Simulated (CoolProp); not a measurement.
Vapour-liquid equilibrium of CHF3 (R23) (1) + R227EA (2) at 0.02 MPa; x and y are mole fractions of (1).

The numbers come from the multi-fluid Helmholtz-energy mixture model, Penoncello 2003 and Lemmon 2016; pair parameters Bell 2016 in CoolProp.

```json
[
 {"x": "0.05", "bubble temperature, mixture model (K)": "207.8", "bubble temperature, Raoult's law (K)": "209.3", "y, mixture model": "0.685", "y, Raoult's law": "0.653"},
 {"x": "0.125", "bubble temperature, mixture model (K)": "193.6", "bubble temperature, Raoult's law (K)": "196.9", "y, mixture model": "0.905", "y, Raoult's law": "0.876"},
 {"x": "0.2", "bubble temperature, mixture model (K)": "185.7", "bubble temperature, Raoult's law (K)": "189.8", "y, mixture model": "0.957", "y, Raoult's law": "0.938"},
 {"x": "0.275", "bubble temperature, mixture model (K)": "180.8", "bubble temperature, Raoult's law (K)": "185.0", "y, mixture model": "0.976", "y, Raoult's law": "0.964"},
 {"x": "0.35", "bubble temperature, mixture model (K)": "177.5", "bubble temperature, Raoult's law (K)": "181.4", "y, mixture model": "0.984", "y, Raoult's law": "0.977"},
 {"x": "0.425", "bubble temperature, mixture model (K)": "175.2", "bubble temperature, Raoult's law (K)": "178.6", "y, mixture model": "0.989", "y, Raoult's law": "0.985"},
 {"x": "0.5", "bubble temperature, mixture model (K)": "173.5", "bubble temperature, Raoult's law (K)": "176.3", "y, mixture model": "0.992", "y, Raoult's law": "0.990"},
 {"x": "0.575", "bubble temperature, mixture model (K)": "172.2", "bubble temperature, Raoult's law (K)": "174.4", "y, mixture model": "0.993", "y, Raoult's law": "0.993"},
 {"x": "0.65", "bubble temperature, mixture model (K)": "171.2", "bubble temperature, Raoult's law (K)": "172.7", "y, mixture model": "0.995", "y, Raoult's law": "0.995"},
 {"x": "0.725", "bubble temperature, mixture model (K)": "170.3", "bubble temperature, Raoult's law (K)": "171.3", "y, mixture model": "0.996", "y, Raoult's law": "0.997"},
 {"x": "0.8", "bubble temperature, mixture model (K)": "169.4", "bubble temperature, Raoult's law (K)": "170.0", "y, mixture model": "0.997", "y, Raoult's law": "0.998"},
 {"x": "0.875", "bubble temperature, mixture model (K)": "168.6", "bubble temperature, Raoult's law (K)": "168.8", "y, mixture model": "0.998", "y, Raoult's law": "0.999"},
 {"x": "0.95", "bubble temperature, mixture model (K)": "167.7", "bubble temperature, Raoult's law (K)": "167.8", "y, mixture model": "0.999", "y, Raoult's law": "1.000"}
]
```

The largest gap from Raoult's law is -4.2 K in bubble temperature, at x = 0.275. No azeotrope shows between x = 0.05 and 0.95.

Pair parameters are fitted to limited data, so mixtures are less certain than the pure fluids.
